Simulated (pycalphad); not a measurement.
# Effect of Si content in Fe-Si

All values are pycalphad results on the COST 507 light-alloy database (1999) (1 atm), not direct measurements. These are 1990s assessments: newer ones move some temperatures and phases. Phase fractions are per mole of atoms. Diffusion is slow at the low end, where real alloys seldom reach equilibrium.

| alloy | liquidus (K) | first solid | solidus (K) | phases at 900 K |
|---|---|---|---|---|
| Fe-0.49Si (at.%) | 1807 | bcc | 1805 | bcc 1.00 |
| Fe-0.66Si (at.%) | 1806 | bcc | 1802 | bcc 1.00 |
| Fe-0.99Si (at.%) | 1803 | bcc | 1798 | bcc 1.00 |
| Fe-1.32Si (at.%) | 1801 | bcc | 1794 | bcc 1.00 |
| Fe-2.64Si (at.%) | 1790 | bcc | 1778 | bcc 1.00 |
